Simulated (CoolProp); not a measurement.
Vapour pressure (bar) of methane: the reference equation beside estimates from Tc = 190.6 K, pc = 45.99 bar, ω = 0.011. Clausius-Clapeyron is anchored at 123.5 K with a constant enthalpy of vaporisation of 7.815 kJ/mol.

Computed with CoolProp (reference Helmholtz-energy equation of state, Setzmann 1991).

| T (K) | reference | Lee-Kesler | Clausius-Clapeyron | van der Waals | Soave-Redlich-Kwong | Peng-Robinson |
|---|---|---|---|---|---|---|
| 123.5 | 2.435 | 2.423 | 2.435 | 6.148 | 2.409 | 2.449 |
| 129.7 | 3.607 | 3.602 | 3.503 | 7.976 | 3.594 | 3.628 |
| 136 | 5.182 | 5.186 | 4.901 | 10.17 | 5.192 | 5.212 |
| 142.3 | 7.208 | 7.222 | 6.655 | 12.72 | 7.255 | 7.253 |
| 148.6 | 9.756 | 9.776 | 8.805 | 15.65 | 9.854 | 9.821 |
| 154.9 | 12.90 | 12.92 | 11.39 | 18.97 | 13.06 | 12.99 |
| 161.1 | 16.63 | 16.65 | 14.38 | 22.65 | 16.87 | 16.77 |
| 167.4 | 21.17 | 21.17 | 17.92 | 26.81 | 21.49 | 21.35 |

Absolute difference from the reference over all 8 rows, mean and median: Lee-Kesler 0.2 and 0.1 %, Clausius-Clapeyron 8.3 and 8.7 %, van der Waals 77.1 and 68.4 %, Soave-Redlich-Kwong 0.9 and 1.0 %, Peng-Robinson 0.7 and 0.6 %.
